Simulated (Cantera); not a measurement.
Input (Python, Cantera) and output of one run.

```python
import numpy as np
import cantera as ct

gas_names = [...]  # 105 gases of nasa_gas.yaml made of C, H, N, Si
cond_names = """
    C(gr) C6H6(L) C7H8(L) C8H18(L),n-octa Si(cr) Si(L) SiC(b) Si3N4(a)
""".split()


# ... load() reads the species with a 1 bar reference pressure and builds the phases ...
atoms = {
    'Si3N4': {'Si': 3, 'N': 4},
    'H2': {'H': 2},
    'C': {'C': 1},
}
top_T = {'C(gr)': 4500, 'SiC(b)': 3050, 'Si3N4(a)': 2400}  # K; cautious upper limits of use, not melting points


# ... equilibrate(T, P, feed) seeds the gas with the atoms and calls Mixture.equilibrate('TP', solver="vcs", rtol=1e-11, max_steps=5000) ...
results = []
feed = {'Si3N4': 1, 'H2': 0.03, 'C': 0.17}  # mol
P = 1000  # Pa
for T in [1925, 1975, 2025, 2075, 2125, 2175, 2225, 2275, 2325, 2375, 2425]:
    mix = equilibrate(T, P, feed)
    results.append((T, P, feed, dict(zip(mix.species_names, mix.species_moles))))
    x = sorted(zip(gas.X, gas.species_names), reverse=True)
    print(f"T = {T:g} K  P = {P:g} Pa  gas = {mix.phase_moles(0):.4g} mol")
    print("   x: " + "  ".join(f"{s} {v:.3e}" for v, s in x if v > 0.001))
    print("   condensed (mol): " + ("  ".join(f"{mix.phase(i).name} {mix.phase_moles(i):.4g}"
          for i in range(1, mix.n_phases) if mix.phase_moles(i) > 1e-12) or "none"))
```

It prints:

```
T = 1925 K  P = 1000 Pa  gas = 2.035 mol
   x: N2 9.827e-01  H2 1.414e-02  Si 1.740e-03  H 1.137e-03
   condensed (mol): Si(L) 2.826  SiC(b) 0.1698
T = 1975 K  P = 1000 Pa  gas = 2.039 mol
   x: N2 9.809e-01  H2 1.385e-02  Si 3.232e-03  H 1.611e-03
   condensed (mol): Si(L) 2.823  SiC(b) 0.1697
T = 2025 K  P = 1000 Pa  gas = 2.045 mol
   x: N2 9.777e-01  H2 1.347e-02  Si 5.822e-03  H 2.234e-03
   condensed (mol): Si(L) 2.817  SiC(b) 0.1694
T = 2075 K  P = 1000 Pa  gas = 2.056 mol
   x: N2 9.726e-01  H2 1.296e-02  Si 1.019e-02  H 3.032e-03
   condensed (mol): Si(L) 2.806  SiC(b) 0.1689
T = 2125 K  P = 1000 Pa  gas = 2.073 mol
   x: N2 9.642e-01  Si 1.736e-02  H2 1.229e-02  H 4.026e-03
   condensed (mol): Si(L) 2.789  SiC(b) 0.1679
T = 2175 K  P = 1000 Pa  gas = 2.102 mol
   x: N2 9.509e-01  Si 2.885e-02  H2 1.143e-02  H 5.220e-03  Si2C 1.552e-03
   condensed (mol): Si(L) 2.761  SiC(b) 0.166
T = 2225 K  P = 1000 Pa  gas = 2.148 mol
   x: N2 9.301e-01  Si 4.686e-02  H2 1.036e-02  H 6.594e-03  Si2C 2.992e-03
   condensed (mol): Si(L) 2.714  SiC(b) 0.1624
T = 2275 K  P = 1000 Pa  gas = 2.224 mol
   x: N2 8.981e-01  Si 7.447e-02  H2 9.060e-03  H 8.081e-03  Si2C 5.596e-03  Si2 1.374e-03  Si2N 1.076e-03  SiN 1.033e-03
   condensed (mol): Si(L) 2.638  SiC(b) 0.1556
T = 2325 K  P = 1000 Pa  gas = 2.349 mol
   x: N2 8.497e-01  Si 1.160e-01  Si2C 1.018e-02  H 9.541e-03  H2 7.522e-03  Si2 2.339e-03  Si2N 1.436e-03  SiN 1.431e-03
   condensed (mol): Si(L) 2.511  SiC(b) 0.1427
T = 2375 K  P = 1000 Pa  gas = 2.564 mol
   x: N2 7.777e-01  Si 1.773e-01  Si2C 1.803e-02  H 1.073e-02  H2 5.784e-03  Si2 3.891e-03  SiN 1.921e-03  Si2N 1.857e-03
   condensed (mol): Si(L) 2.293  SiC(b) 0.1169
T = 2425 K  P = 1000 Pa  gas = 2.965 mol
   x: N2 6.718e-01  Si 2.662e-01  Si2C 3.118e-02  H 1.122e-02  Si2 6.335e-03  H2 3.927e-03  SiN 2.469e-03  Si2N 2.305e-03  SiC2 2.203e-03  Si3 1.127e-03
   condensed (mol): Si(L) 1.887  SiC(b) 0.0622
```

Method: chemical equilibrium by Gibbs-energy minimisation in Cantera with the NASA 1993 tables (ideal gas, pure condensed phases). Mutual solubility and eutectic melting of coexisting phases are not modelled. The tables' values for SiN are old estimates; treat these amounts as uncertain.
